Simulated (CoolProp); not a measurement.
Vapour-liquid equilibrium of CHF3 (R23) (1) + R143a (2) at 47.4 kPa; x and y are mole fractions of (1).

Values from CoolProp's multi-fluid Helmholtz-energy mixture model, Penoncello 2003 and Lemmon and Jacobsen 2000; pair parameters Bell 2016.

| x | bubble temperature, mixture model (K) | bubble temperature, Raoult's law (K) | y, mixture model | y, Raoult's law |
|---|---|---|---|---|
| 0.05 | … | 207.0 | 0.211 | 0.247 |
| 0.2 | … | 198.1 | … | 0.631 |
| 0.35 | … | 192.2 | 0.799 | 0.797 |
| 0.5 | … | 187.9 | 0.890 | 0.885 |
| 0.65 | … | 184.6 | … | 0.937 |
| 0.8 | … | 181.9 | 0.970 | 0.971 |
| 0.95 | 179.6 | 179.6 | 0.993 | 0.994 |

Question: What belongs in the gaps?

Answer: 
- 0.05, bubble temperature, mixture model (K): 207.7
- 0.2, bubble temperature, mixture model (K): 198.9
- 0.2, y, mixture model: 0.612
- 0.35, bubble temperature, mixture model (K): 192.3
- 0.5, bubble temperature, mixture model (K): 187.6
- 0.65, bubble temperature, mixture model (K): 184.2
- 0.65, y, mixture model: 0.939
- 0.8, bubble temperature, mixture model (K): 181.7

The largest gap from Raoult's law is +0.8 K in bubble temperature, at x = 0.2. No azeotrope shows between x = 0.05 and 0.95.

Pair parameters are fitted to limited data, so mixtures are less certain than the pure fluids. The gap from Raoult's law changes sign with composition, which may be real or a fault of the pair parameters; it wasn't checked against measurements.
